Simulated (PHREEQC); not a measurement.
Model water analysis in mg/L, 25 °C, pH 2.57, pe 11:

```
constituent     mg/L
-----------  -------
Na              63.4
K              0.349
Ca              31.7
Mg              10.7
Cl              41.7
S(6) as SO4      458
B            0.00687
N(5) as NO3   0.0382
P as PO4        4.75
```

Na is adjusted to close the charge balance.
Valence states are taken as typed.

Equilibrium calculation in PHREEQC: ion-association model, phreeqc.dat.

Each row changes one thing in this solution. No solid was allowed to form.

```json
[
 {"case": "as made", "ionic strength (mol/kgw)": "0.0141", "SO4-2 (mol/kgw)": "0.00375", "HSO4- (mol/kgw)": "0.000691", "Ca+2 (mol/kgw)": "0.000624", "Mg+2 (mol/kgw)": "0.000327", "H2PO4- (mol/kgw)": "3.66e-5", "SI of Gypsum (CaSO4:2H2O)": "-1.45", "SI of Halite (NaCl)": "-6.95"},
 {"case": "B from 0.00687 to 0.00344 mg/L", "ionic strength (mol/kgw)": "0.0141", "SO4-2 (mol/kgw)": "0.00375", "HSO4- (mol/kgw)": "0.000691", "Ca+2 (mol/kgw)": "0.000624", "Mg+2 (mol/kgw)": "0.000327", "H2PO4- (mol/kgw)": "3.66e-5", "SI of Gypsum (CaSO4:2H2O)": "-1.45", "SI of Halite (NaCl)": "-6.95"},
 {"case": "all concentrations times 2 at the same typed pH", "ionic strength (mol/kgw)": "0.0277", "SO4-2 (mol/kgw)": "0.00735", "HSO4- (mol/kgw)": "0.00122", "Ca+2 (mol/kgw)": "0.00114", "Mg+2 (mol/kgw)": "0.000582", "H2PO4- (mol/kgw)": "7.34e-5", "SI of Gypsum (CaSO4:2H2O)": "-1.03", "SI of Halite (NaCl)": "-6.25"}
]
```

Species that the database lacks are ignored.
